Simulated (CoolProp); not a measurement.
Model: reference Helmholtz-energy equation of state, de Reuck 1993, in CoolProp.

**Question.** Give the vapour pressure (kPa), liquid density (kg/m³), vapour Z, surface tension (mN/m) of saturated methanol at 101.65 °C.

**Answer.** 
| T (°C) | p (kPa) | liquid density (kg/m³) | vapour Z | surface tension (mN/m) |
|---|---|---|---|---|
| 101.65 | 372 | 709 | 0.901 | 15.4 |

Surface tension comes from a separate correlation (Mulero 2012).
